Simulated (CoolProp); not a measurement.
Vapour pressure (MPa) of sulfur dioxide: the reference equation beside estimates from Tc = 157.5 °C, pc = 7.887 MPa, ω = 0.256.

Values from CoolProp's reference Helmholtz-energy equation of state, Gao 2016.

| T (°C) | reference | van der Waals | Redlich-Kwong |
|---|---|---|---|
| -59.35 | 0.006041 | 0.2089 | 0.01614 |
| -45.25 | 0.01568 | 0.3188 | 0.03784 |
| -31.05 | 0.03593 | 0.4656 | [?] |
| -16.95 | 0.07359 | 0.6522 | 0.1476 |
| -2.75 | 0.1387 | 0.8863 | 0.2563 |
| 11.35 | 0.2422 | 1.169 | 0.4149 |
| 25.45 | [?] | 1.506 | 0.6362 |
| 39.65 | 0.6237 | 1.904 | 0.9350 |
| 53.75 | [?] | 2.361 | 1.319 |
| 67.95 | 1.349 | 2.887 | 1.806 |
| 82.05 | 1.886 | 3.477 | 2.401 |
| 96.25 | 2.572 | 4.143 | 3.122 |
| 110.35 | 3.421 | 4.877 | [?] |

**Question.** Complete the blanks.

**Answer.** 
- -31.05, Redlich-Kwong: 0.07877
- 25.45, reference: 0.3981
- 53.75, reference: 0.9330
- 110.35, Redlich-Kwong: 3.971

Absolute difference from the reference over all 13 rows, mean and median: van der Waals 702.6 and 278.3 %, Redlich-Kwong 71.9 and 59.8 %.
